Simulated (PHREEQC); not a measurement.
Dissolve 0.57 mol ZnBr2 and 0.0015 mol CaSO4 per kg of water at 60 °C. Closed to the air; pH follows from the charge balance.

All values are PHREEQC results (ion-association model, phreeqc.dat), not measurements.

```yaml
pH: 4.60
ionic_strength: 1.69 mol/kgw
activity_of_water: 0.971
density: 1.092 g/cm³
```

| species | molality | activity | log γ |
|---|---|---|---|
| Br- | 1.13 | 0.554 | -0.308 |
| Zn+2 | 0.556 | 0.0710 | -0.894 |
| ZnBr+ | 0.0112 | 0.0103 | -0.032 |
| ZnBr2 | 0.00155 | 0.00228 | 0.169 |
| Ca+2 | 0.00150 | 0.000362 | -0.616 |
| ZnSO4 | 0.000913 | 0.00135 | 0.169 |
| SO4-2 | 0.000581 | 6.35e-5 | -0.961 |
| ZnOH+ | 3.52e-5 | 3.26e-5 | -0.032 |
| H+ | 3.48e-5 | 2.49e-5 | -0.144 |
| CaSO4 | 3.51e-6 | 5.18e-6 | 0.169 |
| Zn(SO4)2-2 | 7.36e-7 | 5.46e-7 | -0.129 |
| HSO4- | 3.91e-7 | 3.63e-7 | -0.032 |
| OH- | 7.19e-9 | 3.76e-9 | -0.281 |

Precipitation was switched off in this run. Caution: at this ionic strength the ion-association model is outside its range; a Pitzer model would be the better tool where its parameters exist. Complexes and solids missing from the database can't appear. At this temperature some constants are extrapolated from 25 °C, and those without enthalpy data are left unchanged.
